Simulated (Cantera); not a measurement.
What does this Cantera script print?

```python
import numpy as np
import cantera as ct

gas_names = """
    H2 P4O10 P4 H2O2
""".split()
cond_names = """

""".split()


# ... load() reads the species with a 1 bar reference pressure and builds the phases ...
species = {s.name: s for s in load("nasa_gas.yaml", gas_names) + load("nasa_condensed.yaml", cond_names)}
# Each term lists the table entries of one substance; the one whose range holds T is used.
reactions = {
    '5 H2(g) + P4O10(g) = P4(g) + 5 H2O2(g)':
        [(-5, ['H2']), (-1, ['P4O10']), (1, ['P4']), (5, ['H2O2'])],
}


def pick(names, T):
    return next(species[n] for n in names if species[n].thermo.min_temp <= T <= species[n].thermo.max_temp)


results = []
for label, terms in reactions.items():
    print(label)
    print("     T/K   dH/kJ  dS/(J/K)   dG/kJ   log10 K")
    for T in [2648, 2673, 2698, 2723, 2748, 2773, 2798]:
        used = [(nu, pick(names, T)) for nu, names in terms]
        dH = sum(nu * s.thermo.h(T) for nu, s in used) / 1e6
        dS = sum(nu * s.thermo.s(T) for nu, s in used) / 1e3
        dG = dH - T * dS / 1e3
        logK = -dG * 1e6 / (ct.gas_constant * T * np.log(10))
        results.append((label, T, dH, dS, dG, logK, [s.name for _, s in used]))
        print(f"{T:8g} {dH:8.1f} {dS:8.1f} {dG:8.1f} {logK:8.2f}")
```

Output:

```
5 H2(g) + P4O10(g) = P4(g) + 5 H2O2(g)
     T/K   dH/kJ  dS/(J/K)   dG/kJ   log10 K
    2648   2152.7    262.7   1457.1   -28.74
    2673   2151.7    262.3   1450.5   -28.34
    2698   2150.8    262.0   1444.0   -27.96
    2723   2149.8    261.6   1437.4   -27.57
    2748   2148.8    261.3   1430.9   -27.20
    2773   2147.9    260.9   1424.3   -26.83
    2798   2146.9    260.6   1417.8   -26.47
```

Source: NASA polynomial tables (part measured, part estimated), evaluated in Cantera. Condensed species are held in their standard states even where they would react or evaporate.
